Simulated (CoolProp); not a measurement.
Vapour-liquid equilibrium of carbon dioxide (1) + the fluoroketone C6F12O (FK-5-1-12) (2) at 5.35 °C; x and y are mole fractions of (1).

Computed with CoolProp (multi-fluid Helmholtz-energy mixture model, Span 1996 and McLinden 2015; pair parameters Bell 2016).

```
x     bubble pressure, mixture model (MPa)  bubble pressure, Raoult's law (MPa)  y, mixture model  y, Raoult's law
----  ------------------------------------  -----------------------------------  ----------------  ---------------
0.05                                0.1136                               0.2158             0.858            0.928
0.15                                0.4385                               0.6147             0.964            0.977
0.25                                0.8828                                1.014             0.981            0.988
0.35                                 1.347                                1.412             0.987            0.992
0.45                                 1.754                                1.811             0.990            0.995
0.55                                 2.085                                2.210             0.991            0.997
0.65                                 2.377                                2.609             0.992            0.998
0.75                                 2.692                                3.008             0.994            0.999
0.85                                 3.104                                3.407             0.996            0.999
0.95                                 3.670                                3.806             0.998            1.000
```

The largest gap from Raoult's law is -47.4 % in bubble pressure, at x = 0.05. No azeotrope shows between x = 0.05 and 0.95.

Pair parameters are fitted to limited data, so mixtures are less certain than the pure fluids.
